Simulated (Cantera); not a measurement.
Input: 1 mol ZrN, 0.071 mol N2, equilibrated at 0.0860 bar.

Equilibrium computed with Cantera from the NASA thermochemical tables; the gas is ideal and each condensed phase is pure. Candidate condensed phases: Zr, ZrN; 9 gas species. Ions and electrons are included (thermal ionisation). ZrN: taken at fixed stoichiometry. Rates play no part.

Question: Which condensed phases are stable at each of these points (T (K)): 3000, 3500, 4000, 4500, 5000?

Answer: 
```
T (K)  condensed phases  Zr condensed (%)
-----  ----------------  ----------------
3000             ZrN(s)             100.0
3500             ZrN(l)              99.5
4000           gas only               0.0
4500           gas only               0.0
5000           gas only               0.0
```

At 3000 K the condensed part is ZrN(s). At 3500 K the condensed part is ZrN(l). From 4000 K to 5000 K nothing is condensed.
